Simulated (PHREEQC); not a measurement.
Make-up at 25 °C: 0.0028 mol/kgw HNO3, 0.024 mol/kgw CuSO4 and 0.0036 mol/kgw KCl. Closed to the air; pH follows from the charge balance.

Model: ion-association model, wateq4f.dat, run in PHREEQC.

Each row changes one thing in this solution. No solid was allowed to form.

```tsv
case	pH	ionic strength (mol/kgw)	K+ (mol/kgw)
as made	2.84	0.0659	0.00346
temperature from 25 to 35 °C	[?]	0.0649	0.00344
CuSO4 left out	[?]	0.00640	0.00360
diluted 2-fold with water	3.06	0.0359	0.00175
diluted 10-fold with water	[?]	0.00863	0.000357
KCl from 0.0036 to 0.00072 mol/kgw	2.84	0.0627	0.000691
CuSO4 replaced by ZnSO4 at the same molality	2.82	0.0628	0.00347
```

Question: What belongs in the gaps?

Answer: 
- temperature from 25 to 35 °C, pH: 2.87
- CuSO4 left out, pH: 2.59
- diluted 10-fold with water, pH: 3.64

Complexes and solids missing from the database can't appear.
